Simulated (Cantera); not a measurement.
What does this Cantera script print?

```python
import numpy as np
import cantera as ct

gas_names = [...]  # 110 gases of nasa_gas.yaml made of C, H, O
cond_names = """
    C(gr) C6H6(L) C7H8(L) C8H18(L),n-octa H2O(s) H2O(L)
""".split()


# ... load() reads the species with a 1 bar reference pressure and builds the phases ...
atoms = {
    'C2H5OH': {'C': 2, 'H': 6, 'O': 1},
    'H2': {'H': 2},
}
top_T = {'C(gr)': 4500}  # K; cautious upper limits of use, not melting points


# ... equilibrate(T, P, feed) seeds the gas with the atoms and calls Mixture.equilibrate('TP', solver="vcs", rtol=1e-11, max_steps=5000) ...
results = []
feed = {'C2H5OH': 1, 'H2': 0.76}  # mol
T = 2650  # K
P = 110  # Pa
mix = equilibrate(T, P, feed)
results.append((T, P, feed, dict(zip(mix.species_names, mix.species_moles))))
print(gas.report(threshold=0.001))
for i in range(1, mix.n_phases):
    print(f"{mix.phase(i).name:16s} {mix.phase_moles(i):12.5e} mol")
```

Result:

```
       temperature   2650 K
          pressure   110 Pa
           density   2.6613e-05 kg/m^3
  mean mol. weight   5.3307 kg/kmol
   phase of matter   gas

                          1 kg             1 kmol
                     ---------------   ---------------
          enthalpy         3.569e+07        1.9025e+08  J
   internal energy        3.1557e+07        1.6822e+08  J
           entropy             46854        2.4977e+05  J/K
    Gibbs function       -8.8474e+07       -4.7163e+08  J
 heat capacity c_p            5013.3             26724  J/K
 heat capacity c_v            3453.5             18410  J/K

                      mass frac. Y      mole frac. X     chem. pot. / RT
                     ---------------   ---------------   ---------------
                 C         0.0023826         0.0010574           -3.3997
                CO           0.74295           0.14139           -42.483
               C2H         0.0057257         0.0012194           -21.202
    C2H2,acetylene           0.01976         0.0040454           -35.605
                C3          0.027496         0.0040677           -10.199
                 H           0.12133           0.64162           -14.403
                H2          0.077954           0.20613           -28.805
     [ +103 minor]           0.00241        0.00046714

C(gr)             8.24239e-01 mol
```

Cantera equilibrium calculation (NASA polynomials, part measured and part estimated; ideal gas, pure solids and liquids).
